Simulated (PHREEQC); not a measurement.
Metal-bearing waste water: speciation

Consider water at 25 °C with 93 mmol/kgw FeCl3, 3.5 mmol/kgw NiCl2, 9.7 mmol/kgw NaF and 0.037 mmol/kgw Na2SO4. Closed to the air; pH follows from the charge balance.

Model: ion-association model, wateq4f.dat, run in PHREEQC.

Each row changes one thing in this solution. No solid was allowed to form.

```json
[
 {"case": "as made", "pH": "1.91", "ionic strength (mol/kgw)": "0.378", "Cl- (mol/kgw)": "0.229", "FeCl+2 (mol/kgw)": "0.0391", "Fe+3 (mol/kgw)": "0.0203", "FeCl2+ (mol/kgw)": "0.00861", "SI of Goethite (FeOOH)": "+4.04", "SI of Halite (NaCl)": "-4.56"},
 {"case": "diluted 100-fold with water", "pH": "3.07", "ionic strength (mol/kgw)": "0.00390", "Cl- (mol/kgw)": "0.00285", "FeCl+2 (mol/kgw)": "5.70e-6", "Fe+3 (mol/kgw)": "9.48e-5", "FeCl2+ (mol/kgw)": "5.57e-8", "SI of Goethite (FeOOH)": "+5.94", "SI of Halite (NaCl)": "-8.20"},
 {"case": "Na2SO4 left out", "pH": "1.91", "ionic strength (mol/kgw)": "0.378", "Cl- (mol/kgw)": "0.229", "FeCl+2 (mol/kgw)": "0.0391", "Fe+3 (mol/kgw)": "0.0204", "FeCl2+ (mol/kgw)": "0.00862", "SI of Goethite (FeOOH)": "+4.04", "SI of Halite (NaCl)": "-4.56"},
 {"case": "0.0013 mol/kgw TMAH added", "pH": "1.93", "ionic strength (mol/kgw)": "0.380", "Cl- (mol/kgw)": "0.229", "FeCl+2 (mol/kgw)": "0.0387", "Fe+3 (mol/kgw)": "0.0201", "FeCl2+ (mol/kgw)": "0.00854", "SI of Goethite (FeOOH)": "+4.08", "SI of Halite (NaCl)": "-4.56"},
 {"case": "NiCl2 left out", "pH": "1.91", "ionic strength (mol/kgw)": "0.371", "Cl- (mol/kgw)": "0.223", "FeCl+2 (mol/kgw)": "0.0388", "Fe+3 (mol/kgw)": "0.0206", "FeCl2+ (mol/kgw)": "0.00842", "SI of Goethite (FeOOH)": "+4.04", "SI of Halite (NaCl)": "-4.57"},
 {"case": "NaF left out", "pH": "1.88", "ionic strength (mol/kgw)": "0.380", "Cl- (mol/kgw)": "0.223", "FeCl+2 (mol/kgw)": "0.0436", "Fe+3 (mol/kgw)": "0.0233", "FeCl2+ (mol/kgw)": "0.00934", "SI of Goethite (FeOOH)": "+3.99", "SI of Halite (NaCl)": "-6.69"},
 {"case": "temperature from 25 to 10 °C", "pH": "2.00", "ionic strength (mol/kgw)": "0.385", "Cl- (mol/kgw)": "0.229", "FeCl+2 (mol/kgw)": "0.0322", "Fe+3 (mol/kgw)": "0.0270", "FeCl2+ (mol/kgw)": "0.0120", "SI of Goethite (FeOOH)": "+3.89", "SI of Halite (NaCl)": "-4.51"},
 {"case": "NiCl2 from 0.0035 to 0.0175 mol/kgw", "pH": "1.94", "ionic strength (mol/kgw)": "0.407", "Cl- (mol/kgw)": "0.251", "FeCl+2 (mol/kgw)": "0.0401", "Fe+3 (mol/kgw)": "0.0193", "FeCl2+ (mol/kgw)": "0.00936", "SI of Goethite (FeOOH)": "+4.07", "SI of Halite (NaCl)": "-4.52"}
]
```

Some of these states are supersaturated (in Hematite (slow to form), Goethite (slow to form), for instance). (CH3)4N+ isn't in the database: it is added as a free cation with an ion size of 4 Å. Constants without temperature data keep their 25 °C values here. Fluoro complexes past AlF4- and FeF3 are missing from the database.
